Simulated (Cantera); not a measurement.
Charge: 1 mol Fe₂O₃, 0.7 mol CH₄, 1.9 mol H₂, at 17.0 Pa.

Method: chemical equilibrium by Gibbs-energy minimisation in Cantera with the NASA 1993 tables (ideal gas, pure condensed phases). Candidate condensed phases: C, C₆H₆, C₇H₈, C₈H₁₈, Fe, Fe(CO)₅, FeO, Fe(OH)₂, Fe(OH)₃, Fe₂O₃, Fe₃O₄, H₂O; 114 gas species. The tables' stoichiometric FeO is somewhat more stable than real wüstite, so its field is too wide. FeO: taken at fixed stoichiometry. Kinetics and transport are ignored.

Task: Which condensed phases are stable at each of these points (T (K)): 1873, 1973, 2073, 2173, 2273, 2373, 2473, 2573, 2673?

Result: 
```
T (K)  condensed phases  Fe condensed (%)
-----  ----------------  ----------------
1873             FeO(l)              32.5
1973           gas only               0.0
2073           gas only               0.0
2173           gas only               0.0
2273           gas only               0.0
2373           gas only               0.0
2473           gas only               0.0
2573           gas only               0.0
2673           gas only               0.0
```

At 1873 K the condensed part is FeO(l). From 1973 K to 2673 K nothing is condensed.
